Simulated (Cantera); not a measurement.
Charge: 1 mol CH4, 0.45 mol O2, 0.81 mol NH3, equilibrated at 27.0 bar.

Cantera equilibrium calculation (NASA polynomials, part measured and part estimated; ideal gas, pure solids and liquids). Candidate condensed phases: C, C6H6, C7H8, C8H18, H2O; 136 gas species. Equilibrium is a limit: real reactors are often held back by kinetics, nucleation or transport.

**Question.** Which condensed phases are stable at each of these points (T (°C)): 1900, 1975, 2050, 2125, 2200, 2275, 2350, 2425?

**Answer.** 
```tsv
T (°C)	condensed phases	C condensed (%)
1900	C(graphite)	3.6
1975	C(graphite)	2.2
2050	C(graphite)	0.4
2125	gas only	0.0
2200	gas only	0.0
2275	gas only	0.0
2350	gas only	0.0
2425	gas only	0.0
```

From 1900 °C to 2050 °C the condensed part is C(graphite). From 2125 °C to 2425 °C nothing is condensed.
